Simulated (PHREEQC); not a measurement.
Consider water at 10 °C with 0.035 mol AlCl3, 0.00035 mol HCl and 0.17 mol MgBr2 per kg of water. Closed to the air; pH follows from the charge balance.

All values are PHREEQC results (ion-association model, phreeqc.dat), not measurements.

Precipitation was switched off in this run.

Q: Estimate the pH, density, activity of water.

A: pH 3.44; density 1.030 g/cm³; activity of water 0.989.

Ionic strength above about 0.7 mol/kgw puts this run outside the model's range. Species that the database lacks are ignored. Constants without temperature data keep their 25 °C values here.
